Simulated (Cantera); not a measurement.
Carbon deposition, reforming and gasification: toluene + H2

Feed: 1 mol toluene, 0.4 mol H2, equilibrated at 660000 Pa.

Cantera equilibrium calculation (NASA polynomials, part measured and part estimated; ideal gas, pure solids and liquids). Candidate condensed phases: C, C6H6, C7H8, C8H18; 76 gas species. Equilibrium is a limit: real reactors are often held back by kinetics, nucleation or transport.

```
T (K)  log p H2  log p CH4  log p H  log p C2H2 (acetylene)  log p C4H2  n C(graphite)
-----  --------  ---------  -------  ----------------------  ----------  -------------
1175       0.77      -0.17    -6.53                   -6.42        <-11           6.59
1375       0.81      -0.69    -5.06                   -4.94      -11.12           6.87
1575       0.81      -1.11    -3.97                   -3.86       -8.95           6.95
1775       0.82      -1.44    -3.13                   -3.03       -7.28           6.97
1975       0.82      -1.71    -2.45                   -2.37       -5.95           6.98
2175       0.82      -1.92    -1.90                   -1.83       -4.88           6.97
2375       0.81      -2.10    -1.44                   -1.39       -3.99           6.94
2575       0.81      -2.26    -1.06                   -1.03       -3.24           6.87
2775       0.79      -2.41    -0.73                   -0.72       -2.61           6.73
2975       0.77      -2.56    -0.45                   -0.47       -2.09           6.50
```
log p: log10 of the partial pressure in bar; n: condensed amount in mol.

From 1175 K to 2975 K the condensed part is C(graphite). The main C-bearing gas is CH4 at 1175 K and C2H2 (acetylene) at 2975 K. The share of C in condensed phases is highest at 1975 K (99.7 %) and lowest at 2975 K (92.8 %).
